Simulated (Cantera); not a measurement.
Input: 1 mol V2O5, 440 mol H2, held at 1027 °C and 1.33 mbar.

These are equilibrium values from Cantera (NASA tables, ideal gas, pure condensed phases), not measurements of a reactor. Candidate condensed phases: H2O, V, VO, V2O3, V2O4, V2O5; 12 gas species. Condensed phases not in the tables: the oxides between V2O3 and V2O5 other than VO2. Rates play no part.

Base state: H2 0.995, H2O 0.00455, H 3.02e-5 (mole fractions); condensed: V2O3(s).

### Question
What changes in the equilibrium state with this change: temperature from 1027 °C to 1702 °C?

### Answer
```tsv
species	before	after
H2	0.995	0.956
H	3.02e-5	0.0366
H2O	0.00455	0.00534
VO2	<1e-9	0.00138
VO	<1e-9	0.000984
V	<1e-9	6.30e-5
V2O3(s), mol	1.00	0
VO(s), mol	0	0.908
```
VO: taken at fixed stoichiometry.

### Question
What changes in the equilibrium state with this change: temperature from 1027 °C to 1877 °C?

### Answer
```tsv
species	before	after
H2	0.995	0.882
H	3.02e-5	0.108
H2O	0.00455	0.00484
VO	<1e-9	0.00219
VO2	<1e-9	0.00179
V	<1e-9	0.000297
V2O3(s), mol	1.00	0
```
